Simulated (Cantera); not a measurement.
A Cantera script and its output.

```python
import numpy as np
import cantera as ct

gas = ct.Solution("gri30.yaml")
gas.TP = 300, 220000
flame = ct.CounterflowDiffusionFlame(gas, width=0.02)
flame.fuel_inlet.X, flame.fuel_inlet.T = {'CH4': 1, 'C2H6': 1.5, 'C3H8': 0.055, 'N2': 0.41}, 400
flame.oxidizer_inlet.X, flame.oxidizer_inlet.T = {'O2': 0.18, 'N2': 0.82}, 575
flame.set_refine_criteria(ratio=3, slope=0.12, curve=0.24, prune=0.03)
show = ['OH', 'H', 'NO', 'CO', 'C2H2']

rows = []
print(f"{'mdot':>8s}{'a_max':>10s}{'a_mean':>10s}{'Tmax/K':>9s}" + "".join(f"{s:>11s}" for s in show) + "   (peak mole fractions)")
for i, mdot in enumerate([0.55, 0.79, 1.1, 1.7, 2.4, 3.5, 5, 7.2]):  # kg/m2/s on the oxidiser side
    flame.oxidizer_inlet.mdot, flame.fuel_inlet.mdot = mdot, 1.3 * mdot
    flame.solve(loglevel=0, auto=(i == 0))
    if flame.T.max() < max(400, 575) + 100:
        print(f"{mdot:8.3g}  no burning solution found from the previous one")
        break
    dT = np.abs(np.gradient(flame.T, flame.grid))
    rows.append([flame.strain_rate("max"), flame.strain_rate("mean"), flame.T.max(),
                 *(flame.X[gas.species_index(s)].max() for s in show), max(dT[0], dT[-1]) / dT.max()])
    print(f"{mdot:8.3g}{rows[-1][0]:10.1f}{rows[-1][1]:10.1f}{rows[-1][2]:9.1f}" + "".join(f"{x:11.3e}" for x in rows[-1][3:-1]))
```

It prints:

```
    mdot     a_max    a_mean   Tmax/K         OH          H         NO         CO       C2H2   (peak mole fractions)
    0.55     219.2      42.1   2056.6  5.117e-03  2.195e-03  2.156e-04  4.010e-02  2.706e-02
    0.79     308.4      60.5   2038.6  5.197e-03  2.379e-03  2.008e-04  4.031e-02  2.528e-02
     1.1     421.5      84.3   2022.6  5.254e-03  2.556e-03  1.859e-04  4.068e-02  2.369e-02
     1.7     634.6     130.3   2000.6  5.290e-03  2.791e-03  1.633e-04  4.145e-02  2.158e-02
     2.4     876.2     183.9   1979.2  5.235e-03  2.952e-03  1.412e-04  4.217e-02  1.976e-02
     3.5    1243.0     268.2   1952.4  5.085e-03  3.088e-03  1.142e-04  4.319e-02  1.756e-02
       5    1724.9     383.2   1922.5  4.831e-03  3.145e-03  8.668e-05  4.445e-02  1.526e-02
     7.2    2408.9     551.8   1883.4  4.398e-03  3.079e-03  5.746e-05  4.619e-02  1.249e-02
```

Model: GRI-Mech 3.0 (53 species, 325 reactions), integrated in Cantera. GRI-Mech 3.0 has no aromatics or soot, which form on the fuel side of real flames. The maximum strain rate includes the flame's own expansion and is several times the mean.
